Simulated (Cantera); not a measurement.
A closed system holds: 1 mol Cu, 2.9 mol F2, 30 mol N2, equilibrated at 375 °C and 0.100 bar.

Method: chemical equilibrium by Gibbs-energy minimisation in Cantera with the NASA 1993 tables (ideal gas, pure condensed phases). Candidate condensed phases: Cu, CuF2; 11 gas species. Rates play no part.

Base state: N2 0.958, NF3 0.0390, F2 0.00334, F 8.57e-5 (mole fractions); condensed: CuF2(s).

Problem. What changes in the equilibrium state with this change: temperature from 375 °C to 577 °C?

Solution. 
```
species        before    after
------------  -------  -------
N2              0.958    0.938
F2            0.00334   0.0450
F             8.57e-5   0.0115
NF3            0.0390  0.00590
CuF2(s), mol     1.00    1.000
```
